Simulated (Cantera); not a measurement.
Charge: 1 mol MgCl₂, 10 mol H₂, 3.6 mol N₂, equilibrated at 1350 °C and 0.0100 bar.

Cantera equilibrium calculation (NASA polynomials, part measured and part estimated; ideal gas, pure solids and liquids). Candidate condensed phases: Mg, MgCl₂, NH₄Cl; 18 gas species. The tables' values for MgH are old estimates; treat these amounts as uncertain. Equilibrium is a limit: real reactors are often held back by kinetics, nucleation or transport.

Base state: H₂ 0.666, N₂ 0.244, MgCl₂ 0.0563, HCl 0.0223, Mg 0.0109, H 0.000564, MgCl 0.000552, Cl 1.49e-5 (mole fractions); condensed: gas only.

Q: What changes in the equilibrium state with this change: pressure from 0.0100 bar to 0.850 bar?

A: 
```csv
species,before,after
H₂,0.666,0.680
N₂,0.244,0.246
MgCl₂,0.0563,0.0654
HCl,0.0223,0.00545
Mg,0.0109,0.00256
NH₃,1.18e-7,1.04e-5
Cl,1.49e-5,3.90e-7
H,0.000564,6.18e-5
```
